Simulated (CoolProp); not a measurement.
A simple Rankine cycle with dimethyl carbonate: condensing at 299.15 K, boiler at 0.0594 MPa, turbine inlet 352.4 K, turbine efficiency 0.9, pump efficiency 0.6, no recuperator. Each further row changes one setting.

Values from CoolProp's reference Helmholtz-energy equation of state, Zhou 2011.

```
case                             thermal efficiency (%)  net work (kJ/kg)  heat in (kJ/kg)  turbine exit temperature (K)  volume ratio over the turbine
-------------------------------  ----------------------  ----------------  ---------------  ----------------------------  -----------------------------
as stated                                          11.4              55.1              484                         307.4                           6.88
turbine inlet 372.4 K                              11.5              58.5              511                         326.6                           6.90
condensing temperature 291.15 K                    13.1              65.4              498                         298.6                           10.2
boiler pressure 0.0416 MPa                          9.6              46.2              484                         315.2                           4.91
turbine efficiency 0.8                             10.1              48.9              484                         312.4                           6.99
```
